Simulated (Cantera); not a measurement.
Fe + H2S + CO (metals in furnace atmospheres)

Feed: 1 mol Fe, 0.8 mol H2S, 75 mol CO, at 23.0 Pa.

Method: chemical equilibrium by Gibbs-energy minimisation in Cantera with the NASA 1993 tables (ideal gas, pure condensed phases). Candidate condensed phases: C, C6H6, C7H8, C8H18, Fe, Fe(CO)5, FeO, Fe(OH)2, Fe(OH)3, FeS, FeSO4, FeS2, Fe2O3, Fe2(SO4)3, Fe3O4, H2O, H2SO4, S; 127 gas species. Metal and sulfide melt together well below either melting point, which pure phases cannot show. Mutual solubility and eutectic melting of coexisting phases are not modelled. FeS: taken at fixed stoichiometry. Condensed phases not in the tables: cementite and carbon dissolved in iron. Gases not in the tables: S3 to S7. The numbers say what is thermodynamically allowed, not how fast it happens.

| T (°C) | log p CO | log p CO2 | log p H2 | log p S2 | log p Fe | log p S | log p COS | n C(graphite) | n Fe(α) | n FeS(s) | n Fe(γ) |
|---|---|---|---|---|---|---|---|---|---|---|---|
| 500 | -3.67 | -4.94 | -5.60 | -14.94 | <-15 | <-15 | -9.11 | 3.59 | 0.200 | 0.800 | 0 |
| 575 | -3.65 | -5.93 | -5.61 | -13.08 | <-15 | <-15 | -8.71 | 0.385 | 0.201 | 0.799 | 0 |
| 650 | -3.64 | -6.79 | -5.61 | -11.53 | -15.61 | -14.87 | -8.38 | 0.0540 | 0.202 | 0.798 | 0 |
| 725 | -3.64 | -7.51 | -5.62 | -10.22 | -13.87 | -13.29 | -8.11 | 0.0100 | 0.204 | 0.796 | 0 |
| 800 | -3.64 | -8.14 | -5.62 | -9.07 | -12.38 | -11.93 | -7.87 | 0 | 0.211 | 0.789 | 0 |
| 875 | -3.64 | -7.96 | -5.62 | -8.07 | -11.10 | -10.74 | -7.65 | 0 | 0.223 | 0.777 | 0 |
| 950 | -3.64 | -7.77 | -5.62 | -7.19 | -9.98 | -9.69 | -7.46 | 0 | 0 | 0.730 | 0.270 |
| 1025 | -3.64 | -7.60 | -5.62 | -6.41 | -8.99 | -8.77 | -7.29 | 0 | 0 | 0.500 | 0.500 |
| 1100 | -3.65 | -7.56 | -5.62 | -5.95 | -8.11 | -8.06 | -7.25 | 0 | 0 | 0 | 0.997 |
| 1175 | -3.65 | -7.71 | -5.62 | -5.94 | -7.32 | -7.63 | -7.43 | 0 | 0 | 0 | 0.984 |
| 1250 | -3.65 | -7.83 | -5.63 | -5.95 | -6.61 | -7.25 | -7.58 | 0 | 0 | 0 | 0.919 |
log p: log10 of the partial pressure in bar; n: condensed amount in mol.

From 500 °C to 725 °C the condensed part is C(graphite) + Fe(α) + FeS(s). From 800 °C to 875 °C the condensed part is Fe(α) + FeS(s). From 950 °C to 1025 °C the condensed part is Fe(γ) + FeS(s). From 1100 °C to 1250 °C the condensed part is Fe(γ).
